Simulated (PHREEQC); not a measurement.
0.05 mol of Zn5(OH)8Cl2 (Zn5(OH)8Cl2) is brought to equilibrium with 1 kg of water holding 10 mmol/kgw NaCl, at 25 °C, the pH being set by adding NaOH or HCl. Oxygen alone is held at its pressure in air (log pO2 = -0.68). The system is closed to CO2. Only these solids could form: Zn5(OH)8Cl2, Zn(OH)2-e.

The numbers come from PHREEQC with the ion-association model, wateq4f.dat.

Predict dissolved Zn (mol/kgw), dissolved Cl (mol/kgw), Zn+2 (mol/kgw), ZnCl+ (mol/kgw) at pH = 6.12, 6.81, 7.5, 8.19.


| pH | dissolved Zn (mol/kgw) | dissolved Cl (mol/kgw) | Zn+2 (mol/kgw) | ZnCl+ (mol/kgw) |
|---|---|---|---|---|
| 6.12 | 0.0712 | 0.152 | 0.0626 | 0.00775 |
| 6.81 | 0.00589 | 0.0217 | 0.00567 | 0.000183 |
| 7.5 | 0.000510 | 0.0112 | 0.000481 | 9.51e-6 |
| 8.19 | 4.11e-5 | 0.0612 | 2.89e-5 | 2.17e-6 |

Species that the database lacks are ignored.
